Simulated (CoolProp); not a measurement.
Saturated liquid density (kg/m³) of ethylene: the reference equation beside estimates from Tc = 9.2 °C, pc = 5042 kPa, ω = 0.087. Rackett uses Z = 0.29056 − 0.08775 ω.

Values from CoolProp's reference Helmholtz-energy equation of state, Smukala 2000.

```
T (°C)   reference  Rackett  van der Waals
-------  ---------  -------  -------------
-106.35      571.3    566.2          373.7
-100.85      563.5    558.6          368.8
-95.25       555.3    550.7          363.6
-89.65       547.0    542.6          358.2
-84.05       538.5    534.2          352.7
-78.45       529.7    525.7          347.0
-72.85       520.7    516.9          341.0
-67.25       511.5    507.8          334.9
-61.75       502.1    498.6          328.6
-56.15       492.2    488.8          321.8
-50.55       481.8    478.7          314.8
-44.95       471.0    468.0          307.4
```

Absolute difference from the reference over all 12 rows, mean and median: Rackett 0.8 and 0.7 %, van der Waals 34.6 and 34.5 %.
